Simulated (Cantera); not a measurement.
## Equilibrium for aluminium and copper etching: Al + Br2

Charge: 1 mol Al, 6.2 mol Br2, equilibrated at 975 °C.

These are equilibrium values from Cantera (NASA tables, ideal gas, pure condensed phases), not measurements of a reactor. Candidate condensed phases: Al, AlBr3, Br2; 7 gas species. Kinetics and transport are ignored.

```json
[
 {"P (Pa)": "1", "x Br": "0.901", "x Br2": "0.00225", "x AlBr3": "0.0964", "x Al2Br6": "3.20e-10", "x AlBr": "2.40e-6"},
 {"P (Pa)": "5.20", "x Br": "0.891", "x Br2": "0.0114", "x AlBr3": "0.0973", "x Al2Br6": "1.69e-9", "x AlBr": "9.17e-8"},
 {"P (Pa)": "27", "x Br": "0.845", "x Br2": "0.0534", "x AlBr3": "0.101", "x Al2Br6": "9.54e-9", "x AlBr": "3.94e-9"},
 {"P (Pa)": "140", "x Br": "0.697", "x Br2": "0.188", "x AlBr3": "0.114", "x Al2Br6": "6.30e-8", "x AlBr": "2.43e-10"},
 {"P (Pa)": "720", "x Br": "0.454", "x Br2": "0.410", "x AlBr3": "0.136", "x Al2Br6": "4.56e-7", "x AlBr": "2.57e-11"},
 {"P (Pa)": "3700", "x Br": "0.243", "x Br2": "0.603", "x AlBr3": "0.154", "x Al2Br6": "3.03e-6", "x AlBr": "3.87e-12"},
 {"P (Pa)": "19000", "x Br": "0.117", "x Br2": "0.718", "x AlBr3": "0.165", "x Al2Br6": "1.78e-5", "x AlBr": "<1e-12"},
 {"P (Pa)": "100000", "x Br": "0.0530", "x Br2": "0.776", "x AlBr3": "0.171", "x Al2Br6": "0.000100", "x AlBr": "<1e-12"}
]
```
x: gas mole fraction; nothing condenses.

From 1.00 Pa to 100000 Pa nothing is condensed. The main Al-bearing gas is AlBr3 throughout.
